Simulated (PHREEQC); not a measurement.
1.8 g of hydrous ferric oxide (600 m²/g; 0.2 weak and 0.005 strong sites per Fe, Dzombak-Morel constants, diffuse double layer) in 1 kg of water with 0.3 mol/kgw of an inert sodium salt and 4.1e-06 mol H3BO3 and 0.00036 mol CaCl2, at 25 °C; the pH is set by adding NaOH or the inert anion's acid. Oxygen is held at 0.21 atm. No CO2 enters from the air. No solid was allowed to form.

All values are PHREEQC results (ion-association model, wateq4f.dat), not measurements.

Problem. Predict B sorbed (%), surface charge σ (C/m²), surface potential ψ (mV) at pH = 4, 4.5, 5, 8, 9.

Solution. 
| pH | B sorbed (%) | surface charge σ (C/m²) | surface potential ψ (mV) |
|---|---|---|---|
| 4 | 0.1 | 0.349 | 123 |
| 4.5 | 0.3 | 0.319 | 118 |
| 5 | 0.5 | 0.269 | 110 |
| 8 | 1.3 | 0.010 | 8 |
| 9 | 0.6 | -0.039 | -30 |

Species that the database lacks are ignored. The oxide is taken as insoluble; below pH 4 it would dissolve.
